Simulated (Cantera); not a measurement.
Feed: 1 mol PbO, a varied amount of CO, 0.79 mol H₂, held at 977 °C and 0.133 bar.

These are equilibrium values from Cantera (NASA tables, ideal gas, pure condensed phases), not measurements of a reactor. Candidate condensed phases: C, C₆H₆, C₇H₈, C₈H₁₈, H₂O, Pb, PbO, PbO₂, Pb₃O₄; 113 gas species. Rates play no part.

### Question
What share of the Pb ends up in condensed phases as a function of n(CO) (mol), at 0.23, 0.32, 0.47, 0.67, 0.96, 1.4, 2, 2.9, 4.1?

### Answer
```tsv
n(CO) (mol)	Pb condensed (%)	as
0.23	99.0	Pb(l)
0.32	98.9	Pb(l)
0.47	98.7	Pb(l)
0.67	98.5	Pb(l)
0.96	98.2	Pb(l)
1.4	97.8	Pb(l)
2	97.2	Pb(l)
2.9	96.3	Pb(l)
4.1	95.0	Pb(l)
```
